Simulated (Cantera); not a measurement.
Input: 1 mol HgO, 3.5 mol N2, at 0.308 Torr.

These are equilibrium values from Cantera (NASA tables, ideal gas, pure condensed phases), not measurements of a reactor. Candidate condensed phases: Hg, HgO; 10 gas species. The numbers say what is thermodynamically allowed, not how fast it happens.

### Question
Which condensed phases are stable at each of these points (T (K)): 450, 550, 650, 750, 850, 950, 1050, 1150, 1250, 1350, 1450, 1550?

### Answer
```csv
T (K),condensed phases,Hg condensed (%)
450,HgO(s),68.2
550,gas only,0.0
650,gas only,0.0
750,gas only,0.0
850,gas only,0.0
950,gas only,0.0
1050,gas only,0.0
1150,gas only,0.0
1250,gas only,0.0
1350,gas only,0.0
1450,gas only,0.0
1550,gas only,0.0
```

At 450 K the condensed part is HgO(s). From 550 K to 1550 K nothing is condensed.
